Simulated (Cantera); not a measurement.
A closed system holds: 1 mol Si, 5.9 mol H2, held at 1427 °C and 7.80 bar.

Method: chemical equilibrium by Gibbs-energy minimisation in Cantera with the NASA 1993 tables (ideal gas, pure condensed phases). Candidate condensed phases: Si; 9 gas species. Gases not in the tables: Si2H6 and higher silanes. Equilibrium is a limit: real reactors are often held back by kinetics, nucleation or transport.

Task: What is the equilibrium state?

Result: 
| Item | Result |
|---|---|
| x(H2) | 1.000 |
| x(H) | 5.28e-5 |
| x(SiH2) | 1.42e-5 |
| x(SiH4) | 9.76e-6 |
| n(Si(l)) | 1.000 mol |
| gas amount | 5.900 mol |
